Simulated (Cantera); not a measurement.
## Moist CO burnout

An isothermal, constant-pressure homogeneous reactor starts with CO : O2 : H2O : N2 = 0.0068 : 0.0046 : 0.018 : 1 (molar parts), at 900 K and 0.987 atm.

Model: GRI-Mech 3.0 (53 species, 325 reactions), integrated in Cantera.

```csv
t (s),x CO,x O2,x H2O,x HO2,x H2
0.000700,0.00661,0.00447,0.0175,<1e-12,<1e-12
0.00188,0.00661,0.00447,0.0175,1.32e-12,<1e-12
0.00506,0.00661,0.00447,0.0175,9.10e-12,<1e-12
0.0136,0.00661,0.00447,0.0175,4.49e-11,1.88e-12
0.0366,0.00661,0.00447,0.0175,1.73e-10,8.87e-12
0.0984,0.00661,0.00447,0.0175,7.11e-10,5.25e-11
0.265,0.00661,0.00447,0.0175,5.77e-9,6.38e-10
0.711,0.00660,0.00447,0.0175,2.62e-7,6.39e-8
1.91,0.00651,0.00442,0.0175,8.98e-7,4.04e-6
5.14,0.00615,0.00425,0.0175,9.41e-7,1.93e-5
13.8,0.00523,0.00380,0.0175,9.30e-7,4.43e-5
37.2,0.00333,0.00286,0.0175,7.87e-7,5.47e-5
100,0.00108,0.00172,0.0175,4.79e-7,2.98e-5
```
x: mole fraction; the columns are a selection and need not sum to one.

Equilibrium at this temperature and pressure: CO <1e-12, O2 0.00117, H2O 0.0175, HO2 1.34e-12, H2 1.65e-12 (gas phase only).
